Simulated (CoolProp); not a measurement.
A simple Rankine cycle with R124: condensing at 290.15 K, boiler at 0.891 MPa, turbine inlet 343.6 K, turbine efficiency 0.85, pump efficiency 0.8, no recuperator. Each further row changes one setting.

The numbers come from the reference Helmholtz-energy equation of state, de Vries 1995 in CoolProp.

```json
[
 {"case": "as stated", "thermal efficiency (%)": "8.7", "net work (kJ/kg)": "16.0", "heat in (kJ/kg)": "185", "turbine exit temperature (K)": "312.7", "volume ratio over the turbine": "3.03"},
 {"case": "turbine inlet 363.6 K", "thermal efficiency (%)": "8.6", "net work (kJ/kg)": "17.5", "heat in (kJ/kg)": "203", "turbine exit temperature (K)": "333.4", "volume ratio over the turbine": "2.98"},
 {"case": "condensing temperature 282.15 K", "thermal efficiency (%)": "10.3", "net work (kJ/kg)": "19.9", "heat in (kJ/kg)": "194", "turbine exit temperature (K)": "306.1", "volume ratio over the turbine": "3.94"},
 {"case": "boiler pressure 0.624 MPa", "thermal efficiency (%)": "6.1", "net work (kJ/kg)": "11.5", "heat in (kJ/kg)": "189", "turbine exit temperature (K)": "323.7", "volume ratio over the turbine": "2.08"},
 {"case": "turbine efficiency 0.75", "thermal efficiency (%)": "7.6", "net work (kJ/kg)": "14.0", "heat in (kJ/kg)": "185", "turbine exit temperature (K)": "315.2", "volume ratio over the turbine": "3.06"}
]
```
